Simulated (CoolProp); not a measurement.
A Linde-Hampson liquefier for dry air: isothermal reversible compression at 300 K from 1 atm to 10 MPa, throttling to 1 atm, return gas leaving the recuperator 5 K below the feed. Each further row changes one setting.

Values from CoolProp's reference Helmholtz-energy equation of state, Lemmon 2000. It is a pseudo-pure fit of the blend.

| case | liquid yield per pass | compression work (kJ/kg of gas) |
|---|---|---|
| as stated | ? | 394 |
| high pressure 20 MPa | ? | 454 |
| warm-end temperature 330 K | 0.024 | ? |
| warm-end gap 10 K | 0.024 | 394 |

Task: Fill in the missing entries.

Result: 
- as stated, liquid yield per pass: 0.036
- high pressure 20 MPa, liquid yield per pass: 0.070
- warm-end temperature 330 K, compression work (kJ/kg of gas): 435
